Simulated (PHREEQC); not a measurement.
**Buffer: speciation**

Dissolve 0.97 mmol/kgw NaH2PO4, 0.07 mmol/kgw Na2B4O7 and 0.86 mmol/kgw Na2CO3 at 55 °C. Closed to the air; pH follows from the charge balance.

All values are PHREEQC results (ion-association model, phreeqc.dat), not measurements.

This is a speciation only: nothing precipitates in the calculation.

Task: What pH does the model give?

Result: pH 8.33.

Task: In which forms is B present?

Result: H3BO3 82 %, H2BO3- 18 % of the B.

Constants without temperature data keep their 25 °C values here.
